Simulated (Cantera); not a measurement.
Thermodynamics of tantalum, niobium, vanadium and zirconium in process gases, feed Zr + H2O + H2

Charge: 1 mol Zr, a varied amount of H2O, 47 mol H2, equilibrated at 2698.15 K and 0.100 bar.

Method: chemical equilibrium by Gibbs-energy minimisation in Cantera with the NASA 1993 tables (ideal gas, pure condensed phases). Candidate condensed phases: H2O, Zr, ZrO2; 12 gas species. Mutual solubility and eutectic melting of coexisting phases are not modelled. Condensed phases not in the tables: N, O or C dissolved in the metal. Rates play no part.

| n(H2O) (mol) | x H2 | x H | x ZrO | x Zr | x H2O | n Zr(l) | n ZrO2(s) |
|---|---|---|---|---|---|---|---|
| 0.049 | 0.836 | 0.163 | 0.000937 | 0.000212 | 1.45e-5 | 0.941 | 0 |
| 0.099 | 0.835 | 0.163 | 0.00188 | 0.000212 | 2.91e-5 | 0.892 | 0 |
| 0.15 | 0.834 | 0.163 | 0.00284 | 0.000212 | 4.39e-5 | 0.842 | 0 |
| 0.2 | 0.833 | 0.163 | 0.00377 | 0.000212 | 5.81e-5 | 0.793 | 0 |
| 0.25 | 0.832 | 0.163 | 0.00469 | 0.000212 | 7.23e-5 | 0.745 | 0 |
| 0.3 | 0.831 | 0.163 | 0.00560 | 0.000212 | 8.62e-5 | 0.696 | 0 |
| 0.35 | 0.831 | 0.163 | 0.00586 | 0.000212 | 9.02e-5 | 0.664 | 0.0177 |
| 0.4 | 0.831 | 0.163 | 0.00586 | 0.000212 | 9.02e-5 | 0.639 | 0.0425 |
| 0.45 | 0.831 | 0.163 | 0.00586 | 0.000212 | 9.02e-5 | 0.614 | 0.0674 |
x: gas mole fraction; n: condensed amount in mol.

From 0.049 mol H2O to 0.3 mol H2O the condensed part is Zr(l). From 0.35 mol H2O to 0.45 mol H2O the condensed part is Zr(l) + ZrO2(s). The main Zr-bearing gas is ZrO throughout. The share of Zr in condensed phases is highest at 0.049 mol H2O (94.1 %) and lowest at 0.45 mol H2O (68.1 %).
